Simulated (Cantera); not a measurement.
Input (Python, Cantera) and output of one run.

```python
import numpy as np
import cantera as ct

gas_names = """
    C CO CO2 C2 C2O C3 C3O2 C4 C5 O O2 O3 Ti TiO TiO2
""".split()
cond_names = """
    C(gr) Ti(a) Ti(b) Ti(L) TiC(s) TiC(L) TiO(a) TiO(b) TiO(L) TiO2(ru) TiO2(L) Ti2O3(a) Ti2O3(b)
    Ti2O3(L) Ti3O5(a) Ti3O5(b) Ti3O5(L) Ti4O7(s) Ti4O7(L)
""".split()


# ... load() reads the species with a 1 bar reference pressure and builds the phases ...
atoms = {
    'TiO2': {'Ti': 1, 'O': 2},
    'CO': {'C': 1, 'O': 1},
}
top_T = {'C(gr)': 4500}  # K; cautious upper limits of use, not melting points


# ... equilibrate(T, P, feed) seeds the gas with the atoms and calls Mixture.equilibrate('TP', solver="vcs", rtol=1e-11, max_steps=5000) ...
results = []
feed = {'TiO2': 1, 'CO': 5.5}  # mol
T = 1950  # K
P = 13332.2  # Pa
mix = equilibrate(T, P, feed)
results.append((T, P, feed, dict(zip(mix.species_names, mix.species_moles))))
print(gas.report(threshold=1e-05))
for i in range(1, mix.n_phases):
    print(f"{mix.phase(i).name:16s} {mix.phase_moles(i):12.5e} mol")
```

Output:

```
       temperature   1950 K
          pressure   13332 Pa
           density   0.023631 kg/m^3
  mean mol. weight   28.737 kg/kmol
   phase of matter   gas

                          1 kg             1 kmol
                     ---------------   ---------------
          enthalpy       -2.3314e+06       -6.6997e+07  J
   internal energy       -2.8956e+06        -8.321e+07  J
           entropy              9685        2.7832e+05  J/K
    Gibbs function       -2.1217e+07       -6.0972e+08  J
 heat capacity c_p            1297.8             37296  J/K
 heat capacity c_v            1008.5             28981  J/K

                      mass frac. Y      mole frac. X     chem. pot. / RT
                     ---------------   ---------------   ---------------
                CO           0.93039           0.95454           -36.496
               CO2           0.06961          0.045454           -60.934
     [  +13 minor]        1.9187e-06        8.1589e-07

C(gr)             0.00000e+00 mol
Ti(L)             0.00000e+00 mol
TiC(s)            0.00000e+00 mol
TiO(b)            0.00000e+00 mol
TiO2(ru)          0.00000e+00 mol
Ti2O3(b)          0.00000e+00 mol
Ti3O5(b)          0.00000e+00 mol
Ti4O7(s)          0.00000e+00 mol
Ti4O7(L)          2.49999e-01 mol
```

Method: chemical equilibrium by Gibbs-energy minimisation in Cantera with the NASA 1993 tables (ideal gas, pure condensed phases). Condensed phases not in the tables: Magnéli phases beyond Ti4O7.
